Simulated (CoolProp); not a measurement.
Vapour-liquid equilibrium of cyclohexane (1) + m-xylene (2) at 20.5 kPa; x and y are mole fractions of (1).

Computed with CoolProp (multi-fluid Helmholtz-energy mixture model, Zhou 2014 and Zhou 2012; pair parameters Bell 2016).

| x | bubble temperature, mixture model (K) | bubble temperature, Raoult's law (K) | y, mixture model | y, Raoult's law |
|---|---|---|---|---|
| 0.05 | 352.8 | 354.8 | 0.306 | 0.254 |
| 0.15 | ___ | 344.5 | ___ | 0.555 |
| 0.25 | ___ | 336.8 | ___ | 0.717 |
| 0.35 | ___ | 330.7 | 0.835 | 0.813 |
| 0.45 | ___ | 325.7 | ___ | 0.874 |
| 0.55 | 319.1 | 321.5 | 0.915 | 0.916 |
| 0.65 | ___ | 318.0 | 0.939 | 0.945 |
| 0.75 | 313.9 | 314.9 | 0.959 | 0.966 |
| 0.85 | 311.7 | 312.2 | 0.976 | 0.982 |
| 0.95 | 309.7 | 309.8 | 0.992 | 0.995 |

### Question
Complete the blanks.

### Answer

- 0.15, bubble temperature, mixture model (K): 340.6
- 0.15, y, mixture model: 0.617
- 0.25, bubble temperature, mixture model (K): 332.5
- 0.25, y, mixture model: 0.759
- 0.35, bubble temperature, mixture model (K): 326.8
- 0.45, bubble temperature, mixture model (K): 322.5
- 0.45, y, mixture model: 0.883
- 0.65, bubble temperature, mixture model (K): 316.3

The largest gap from Raoult's law is -4.3 K in bubble temperature, at x = 0.25. No azeotrope shows between x = 0.05 and 0.95.

The pair parameters rest on a limited set of measurements; away from them the model extrapolates.
